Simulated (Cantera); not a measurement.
Source: NASA polynomial tables (part measured, part estimated), evaluated in Cantera. Values are per mole of reaction as written; species without (g) are pure solids or liquids, kept so even where they would boil at 1 bar. TiO: taken at fixed stoichiometry.

Problem. Between 2225 and 2600 K, where is each reaction favourable under standard conditions?
- H2O(g) + Ti → TiO + H2(g)

Solution. 
- H2O(g) + Ti → TiO + H2(g): ΔG° is -220 kJ at 2225 K and -216 kJ at 2600 K; it stays negative (K > 1). ΔH° is -243 kJ and ΔS° -10 J/K at 2600 K.
